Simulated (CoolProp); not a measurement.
Octamethylcyclotetrasiloxane (D4) along the isotherm 605.2 K: fugacity coefficient from the reference equation and from simpler models built on Tc = 586.5 K, pc = 1347 kPa, ω = 0.598; each cubic takes its own stable root.

Computed with CoolProp (reference Helmholtz-energy equation of state, Thol 2015).

```csv
p (kPa),phase,reference,Redlich-Kwong,Soave-Redlich-Kwong,Peng-Robinson
74.8,gas,0.9827,0.9828,0.9834,0.9813
150,gas,0.9655,0.9656,…,0.9628
225,gas,0.9484,0.9486,0.9504,0.9445
299,gas,0.9316,0.9319,0.9342,0.9266
374,gas,0.9147,0.9150,0.9180,0.9087
449,gas,0.8979,0.8983,0.9019,…
524,gas,0.8812,0.8817,0.8859,0.8734
599,gas,0.8645,…,0.8699,0.8560
674,gas,…,0.8486,…,0.8388
```

### Question
Fill in the missing entries.

### Answer

- 150, Soave-Redlich-Kwong: 0.9668
- 449, Peng-Robinson: 0.8910
- 599, Redlich-Kwong: 0.8651
- 674, reference: 0.8479
- 674, Soave-Redlich-Kwong: 0.8540
